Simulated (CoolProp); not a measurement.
A single-stage vapour-compression cycle with the fluid: evaporating at 296.15 K (dew point), condensing at 335.15 K (bubble point), superheat 2 K, subcooling 8 K, compressor efficiency 0.7, no pressure losses. The same conditions are run with several fluids, on thermodynamics alone (safety and materials aside).

Values from CoolProp's reference Helmholtz-energy equation of state of each fluid (fluoroethane (R161): Wu 2012; isobutane: Bücker 2006; R142b: Lemmon 2006; n-butane: Bücker 2006; dimethyl ether: Wu 2011; hydrogen sulfide: Lemmon 2006).

```csv
fluid,cooling COP,pressure ratio,discharge temperature (K),refrigerating effect (kJ/kg),volumetric capacity (kJ/m³)
fluoroethane (R161),4.47,2.59,359.1,272,5460
isobutane,4.59,2.75,339.1,256,2190
R142b,4.70,2.89,347.1,163,2300
n-butane,4.70,2.93,340.0,289,1660
dimethyl ether,4.67,2.72,355.2,328,3820
hydrogen sulfide,4.29,2.36,390.1,350,11100
```
